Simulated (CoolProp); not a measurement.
Aqueous potassium acetate as a coolant, 20 % by mass, freezing at -11.2 °C, 1 atm.

Model: Melinder's fits for secondary coolants, in CoolProp.

```
T (°C)  viscosity (mPa s)  cp (kJ/(kg K))  conductivity (W/(m K))  Prandtl number
------  -----------------  --------------  ----------------------  --------------
-5                      ?               ?                   0.496            24.7
2.4                  2.72           3.486                   0.507            18.7
9.8                  2.17           3.498                   0.517               ?
17.2                 1.78               ?                       ?            11.9
24.6                 1.50           3.520                   0.538            9.80
32.1                    ?               ?                   0.548            8.23
39.5                 1.11           3.541                   0.559               ?
```

Question: What belongs in the gaps?

Answer: 
- -5, viscosity (mPa s): 3.53
- -5, cp (kJ/(kg K)): 3.474
- 9.8, Prandtl number: 14.7
- 17.2, cp (kJ/(kg K)): 3.509
- 17.2, conductivity (W/(m K)): 0.528
- 32.1, viscosity (mPa s): 1.28
- 32.1, cp (kJ/(kg K)): 3.531
- 39.5, Prandtl number: 7.02
